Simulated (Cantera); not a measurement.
What does this Cantera script print?

```python
import numpy as np
import cantera as ct

gas_names = """
    H HNO HNO2 HNO3 HO2 H2 H2O H2O2 N NH NH2 NH3 NH2OH NO NO2 NO3 N2 N2H2 N2H4 N2O O OH O2 O3 Si SiH
    SiH2 SiH3 SiH4 SiN SiO SiO2 Si2 Si2N Si3
""".split()
cond_names = """
    H2O(s) H2O(L) Si(cr) Si(L) SiO2(Lqz) SiO2(hqz) SiO2(L) Si2N2O(s) Si3N4(a)
""".split()


# ... load() reads the species with a 1 bar reference pressure and builds the phases ...
atoms = {
    'Si3N4': {'Si': 3, 'N': 4},
    'H2O': {'H': 2, 'O': 1},
}
top_T = {'Si2N2O(s)': 2100, 'Si3N4(a)': 2400}  # K; cautious upper limits of use, not melting points


# ... equilibrate(T, P, feed) seeds the gas with the atoms and calls Mixture.equilibrate('TP', solver="vcs", rtol=1e-11, max_steps=5000) ...
results = []
feed = {'Si3N4': 1, 'H2O': 12}  # mol
T = 1175  # K
P = 44000  # Pa
mix = equilibrate(T, P, feed)
results.append((T, P, feed, dict(zip(mix.species_names, mix.species_moles))))
print(gas.report(threshold=0.0001))
for i in range(1, mix.n_phases):
    print(f"{mix.phase(i).name:16s} {mix.phase_moles(i):12.5e} mol")
```

Output:

```
       temperature   1175 K
          pressure   44000 Pa
           density   0.056689 kg/m^3
  mean mol. weight   12.587 kg/kmol
   phase of matter   gas

                          1 kg             1 kmol
                     ---------------   ---------------
          enthalpy       -5.8996e+06       -7.4257e+07  J
   internal energy       -6.6758e+06       -8.4027e+07  J
           entropy             17842        2.2457e+05  J/K
    Gibbs function       -2.6864e+07       -3.3813e+08  J
 heat capacity c_p            2920.8             36764  J/K
 heat capacity c_v            2260.3             28449  J/K

                      mass frac. Y      mole frac. X     chem. pot. / RT
                     ---------------   ---------------   ---------------
                H2          0.068641           0.42856            -19.59
               H2O            0.6134           0.42858           -51.814
                N2           0.31794           0.14285           -28.062
     [  +32 minor]        1.3606e-05        1.0169e-05

Si(cr)            0.00000e+00 mol
SiO2(hqz)         3.00000e+00 mol
Si2N2O(s)         0.00000e+00 mol
Si3N4(a)          0.00000e+00 mol
```

Method: chemical equilibrium by Gibbs-energy minimisation in Cantera with the NASA 1993 tables (ideal gas, pure condensed phases). The tables hold silica as quartz up to 1696 K and as liquid above; real silica turns to tridymite and cristobalite and melts near 1996 K.
